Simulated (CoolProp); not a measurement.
Values from CoolProp's reference Helmholtz-energy equation of state, Gao 2020.

Task: Give the vapour pressure (bar), enthalpy of vaporisation (kJ/kg), liquid cp (kJ/(kg K)), surface tension (mN/m) of saturated ammonia at 295.9, 308.9, 326.1 K.

Result: 
| T (K) | p (bar) | enthalpy of vaporisation (kJ/kg) | liquid cp (kJ/(kg K)) | surface tension (mN/m) |
|---|---|---|---|---|
| 295.9 | 9.35 | 1180 | 4.76 | 21.0 |
| 308.9 | 13.8 | 1120 | 4.88 | 18.0 |
| 326.1 | 21.9 | 1040 | 5.12 | 14.2 |

Surface tension comes from a separate correlation (Mulero 2012).
